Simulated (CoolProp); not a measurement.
Vapour-liquid equilibrium of R113 (1) + n-heptane (2) at 0.131 MPa; x and y are mole fractions of (1).

Values from CoolProp's multi-fluid Helmholtz-energy mixture model, Marx 1992 and Span 2003; pair parameters Bell 2016.

Question: Give the bubble temperature and the first vapour's composition at x = 0.35, 0.45, 0.65. Is there an azeotrope?

Answer: x = 0.35: 350.2 K, y = 0.724; x = 0.45: 345.3 K, y = 0.797; x = 0.65: 338.0 K, y = 0.891. No azeotrope shows between x = 0.05 and 0.95.

The pair parameters rest on a limited set of measurements; away from them the model extrapolates.
